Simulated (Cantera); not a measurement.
Input (Python, Cantera) and output of one run.

```python
import numpy as np
import cantera as ct

gas_names = [...]  # 109 gases of nasa_gas.yaml made of C, Cl, H, Si
cond_names = """
    C(gr) C6H6(L) C7H8(L) C8H18(L),n-octa Si(cr) Si(L) SiC(b)
""".split()


# ... load() reads the species with a 1 bar reference pressure and builds the phases ...
atoms = {
    'SiCl4': {'Si': 1, 'CL': 4},
    'C2H2': {'C': 2, 'H': 2},
    'H2': {'H': 2},
}
top_T = {'C(gr)': 4500, 'SiC(b)': 3050}  # K; cautious upper limits of use, not melting points


# ... equilibrate(T, P, feed) seeds the gas with the atoms and calls Mixture.equilibrate('TP', solver="vcs", rtol=1e-11, max_steps=5000) ...
results = []
T = 1700  # K
P = 160  # Pa
for m in [0.057, 0.07, 0.087, 0.11, 0.13, 0.16, 0.2, 0.24, 0.3, 0.37, 0.45]:
    feed = {'SiCl4': 1, 'C2H2': m, 'H2': 1700}  # mol
    mix = equilibrate(T, P, feed)
    results.append((T, P, feed, dict(zip(mix.species_names, mix.species_moles))))
    x = sorted(zip(gas.X, gas.species_names), reverse=True)
    print(f"T = {T:g} K  P = {P:g} Pa  n(C2H2) = {m:g} mol  gas = {mix.phase_moles(0):.4g} mol")
    print("   x: " + "  ".join(f"{s} {v:.3e}" for v, s in x if v > 1e-06))
    print("   condensed (mol): " + ("  ".join(f"{mix.phase(i).name} {mix.phase_moles(i):.4g}"
          for i in range(1, mix.n_phases) if mix.phase_moles(i) > 1e-12) or "none"))
```

Output:

```
T = 1700 K  P = 160 Pa  n(C2H2) = 0.057 mol  gas = 1706 mol
   x: H2 9.935e-01  H 3.672e-03  HCL 2.294e-03  Si 4.241e-04  SiH 2.616e-05  SiCL2 1.897e-05  SiH2 1.410e-05  CL 6.591e-06  SiCL 6.331e-06  Si2C 2.559e-06  Si2 1.859e-06
   condensed (mol): Si(L) 0.03764  SiC(b) 0.1095
T = 1700 K  P = 160 Pa  n(C2H2) = 0.07 mol  gas = 1706 mol
   x: H2 9.935e-01  H 3.672e-03  HCL 2.294e-03  Si 4.241e-04  SiH 2.616e-05  SiCL2 1.897e-05  SiH2 1.410e-05  CL 6.591e-06  SiCL 6.331e-06  Si2C 2.559e-06  Si2 1.859e-06
   condensed (mol): Si(L) 0.01163  SiC(b) 0.1355
T = 1700 K  P = 160 Pa  n(C2H2) = 0.087 mol  gas = 1706 mol
   x: H2 9.935e-01  H 3.672e-03  HCL 2.295e-03  Si 4.130e-04  SiH 2.548e-05  SiCL2 1.849e-05  SiH2 1.373e-05  CL 6.594e-06  SiCL 6.169e-06  Si2C 2.492e-06  Si2 1.764e-06
   condensed (mol): SiC(b) 0.1696
T = 1700 K  P = 160 Pa  n(C2H2) = 0.11 mol  gas = 1706 mol
   x: H2 9.936e-01  H 3.672e-03  HCL 2.297e-03  Si 3.903e-04  SiH 2.408e-05  SiCL2 1.751e-05  SiH2 1.297e-05  CL 6.601e-06  SiCL 5.835e-06  Si2C 2.355e-06  Si2 1.575e-06
   condensed (mol): SiC(b) 0.2159
T = 1700 K  P = 160 Pa  n(C2H2) = 0.13 mol  gas = 1706 mol
   x: H2 9.936e-01  H 3.672e-03  HCL 2.299e-03  Si 3.705e-04  SiH 2.286e-05  SiCL2 1.665e-05  SiH2 1.232e-05  CL 6.606e-06  SiCL 5.543e-06  Si2C 2.235e-06  Si2 1.419e-06
   condensed (mol): SiC(b) 0.2561
T = 1700 K  P = 160 Pa  n(C2H2) = 0.16 mol  gas = 1706 mol
   x: H2 9.936e-01  H 3.672e-03  HCL 2.302e-03  Si 3.407e-04  SiH 2.102e-05  SiCL2 1.535e-05  SiH2 1.133e-05  CL 6.615e-06  SiCL 5.105e-06  Si2C 2.056e-06  Si2 1.200e-06
   condensed (mol): SiC(b) 0.3163
T = 1700 K  P = 160 Pa  n(C2H2) = 0.2 mol  gas = 1706 mol
   x: H2 9.937e-01  H 3.672e-03  HCL 2.306e-03  Si 3.009e-04  SiH 1.857e-05  SiCL2 1.361e-05  SiH2 1.001e-05  CL 6.627e-06  SiCL 4.517e-06  Si2C 1.816e-06
   condensed (mol): SiC(b) 0.3967
T = 1700 K  P = 160 Pa  n(C2H2) = 0.24 mol  gas = 1706 mol
   x: H2 9.937e-01  H 3.672e-03  HCL 2.311e-03  Si 2.611e-04  SiH 1.611e-05  SiCL2 1.185e-05  SiH2 8.681e-06  CL 6.638e-06  SiCL 3.926e-06  Si2C 1.575e-06
   condensed (mol): SiC(b) 0.4771
T = 1700 K  P = 160 Pa  n(C2H2) = 0.3 mol  gas = 1706 mol
   x: H2 9.938e-01  H 3.672e-03  HCL 2.317e-03  Si 2.012e-04  SiH 1.241e-05  SiCL2 9.179e-06  SiH2 6.689e-06  CL 6.656e-06  SiCL 3.033e-06  Si2C 1.214e-06
   condensed (mol): SiC(b) 0.5976
T = 1700 K  P = 160 Pa  n(C2H2) = 0.37 mol  gas = 1706 mol
   x: H2 9.938e-01  H 3.672e-03  HCL 2.324e-03  Si 1.312e-04  SiH 8.095e-06  CL 6.677e-06  SiCL2 6.024e-06  SiH2 4.363e-06  SiCL 1.984e-06
   condensed (mol): SiC(b) 0.7379
T = 1700 K  P = 160 Pa  n(C2H2) = 0.45 mol  gas = 1706 mol
   x: H2 9.939e-01  H 3.672e-03  HCL 2.333e-03  Si 5.239e-05  CL 6.701e-06  SiH 3.233e-06  SiCL2 2.423e-06  SiH2 1.742e-06  C2H2,acetylene 1.052e-06
   condensed (mol): SiC(b) 0.8955
```

Cantera equilibrium calculation (NASA polynomials, part measured and part estimated; ideal gas, pure solids and liquids). Mutual solubility and eutectic melting of coexisting phases are not modelled. Gases not in the tables: Si2H6 and higher silanes.
